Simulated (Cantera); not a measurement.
## Fluorocarbon and chlorocarbon gases: CH2F2 + F2

A closed system holds: 1 mol CH2F2, 2.1 mol F2, held at 0.0130 bar.

Cantera equilibrium calculation (NASA polynomials, part measured and part estimated; ideal gas, pure solids and liquids). Candidate condensed phases: C, C6H6, C7H8, C8H18; 110 gas species. Ions and electrons are included (thermal ionisation). Gases not in the tables: C2F6 and larger saturated fluorocarbons. Equilibrium is a limit: real reactors are often held back by kinetics, nucleation or transport.

```tsv
T (K)	x F	x HF	x H	x CF2	x C	x CF	x C3	n C(graphite)
2500	0.419	0.387	9.38e-5	0.175	8.62e-6	0.00922	1.17e-5	0
2750	0.530	0.348	0.000894	0.0842	0.000290	0.0346	0.00130	0.291
3000	0.567	0.313	0.00655	0.0241	0.00372	0.0626	0.0209	0
3250	0.604	0.266	0.0328	0.00399	0.0152	0.0489	0.0229	0
3500	0.632	0.171	0.0979	0.000692	0.0421	0.0324	0.0140	0
3750	0.654	0.0756	0.165	0.000113	0.0770	0.0170	0.00398	0
4000	0.666	0.0278	0.198	1.69e-5	0.0975	0.00714	0.000548	0
4250	0.671	0.0103	0.210	2.70e-6	0.105	0.00286	6.29e-5	0
4500	0.673	0.00409	0.214	5.03e-7	0.107	0.00121	8.13e-6	0
4750	0.673	0.00177	0.216	1.10e-7	0.108	0.000552	1.26e-6	0
5000	0.674	0.000827	0.217	2.79e-8	0.108	0.000271	2.32e-7	0
```
x: gas mole fraction; n: condensed amount in mol.

At 2500 K nothing is condensed. At 2750 K the condensed part is C(graphite). From 3000 K to 5000 K nothing is condensed. The main C-bearing gas is CF2 at 2500 K and C at 5000 K.
